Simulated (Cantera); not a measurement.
Input: 1 mol SiH4, 0.71 mol O2, 11 mol H2, 4.6 mol NO, equilibrated at 1648.15 K and 0.0698 Torr.

These are equilibrium values from Cantera (NASA tables, ideal gas, pure condensed phases), not measurements of a reactor. The tables hold silica as quartz up to 1696 K and as liquid above; real silica turns to tridymite and cristobalite and melts near 1996 K. Equilibrium is a limit: real reactors are often held back by kinetics, nucleation or transport.

| species | before | after |
|---|---|---|
| H2 | 0.578 | 0.585 |
| H2O | 0.263 | 0.263 |
| N2 | 0.149 | 0.150 |
| H | 0.00703 | 0.00189 |
| SiO | 0.00198 | 0.000143 |
| OH | 0.000144 | 3.82e-5 |
| SiO2(β-quartz), mol | 0.970 | 0.998 |
Gas species are given as mole fractions.

Name the change that produced these shifts.
(A) temperature from 1648.15 K to 2073 K
(B) H2 from 11 to 24 mol
(C) pressure from 0.0698 Torr to 0.975 Torr
(D) O2 from 0.71 to 0.1 mol

C, pressure from 0.0698 Torr to 0.975 Torr
